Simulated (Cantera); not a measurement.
# Chemical vapour transport: Si + Cl2 + H2

Input: 1 mol Si, 0.092 mol Cl2, 0.25 mol H2, held at 702 °C and 23.0 mbar.

Equilibrium computed with Cantera from the NASA thermochemical tables; the gas is ideal and each condensed phase is pure. Candidate condensed phases: Si; 19 gas species. The tables' values for SiCl3 are old estimates; treat these amounts as uncertain. The numbers say what is thermodynamically allowed, not how fast it happens.

The x(H2) is 0.819, the x(SiCl4) is 0.128 and the x(SiHCl3) is 0.0249. The x(HCl) is 0.0241, the x(SiCl3) is 0.00227 and the x(SiCl2) is 0.00114. The x(SiH2Cl2) is 0.000508 and the x(SiH3Cl) is 2.61e-6. The n(Si(s)) is 0.954 mol and the gas amount comes out as 0.2962 mol.
